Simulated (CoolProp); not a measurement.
A simple Rankine cycle with dimethyl ether: condensing at 330.15 K, boiler at 2.87 MPa, turbine inlet 370.9 K, turbine efficiency 0.75, pump efficiency 0.7, no recuperator. Each further row changes one setting.

Values from CoolProp's reference Helmholtz-energy equation of state, Wu 2011.

| case | thermal efficiency (%) | net work (kJ/kg) | heat in (kJ/kg) | turbine exit temperature (K) | volume ratio over the turbine |
|---|---|---|---|---|---|
| as stated | 6.0 | 22.6 | 374 | 332.7 | 2.27 |
| turbine inlet 390.9 K | ___ | 26.6 | ___ | 356.0 | 2.19 |
| condensing temperature 322.15 K | 7.3 | ___ | 395 | ___ | 2.75 |
| boiler pressure 2.01 MPa | 3.5 | ___ | 407 | 353.4 | 1.50 |
| turbine efficiency 0.65 | 5.1 | 19.1 | 374 | ___ | 2.29 |

Fill in the missing entries.


- turbine inlet 390.9 K, thermal efficiency (%): 6.3
- turbine inlet 390.9 K, heat in (kJ/kg): 424
- condensing temperature 322.15 K, net work (kJ/kg): 28.8
- condensing temperature 322.15 K, turbine exit temperature (K): 324.6
- boiler pressure 2.01 MPa, net work (kJ/kg): 14.4
- turbine efficiency 0.65, turbine exit temperature (K): 334.4
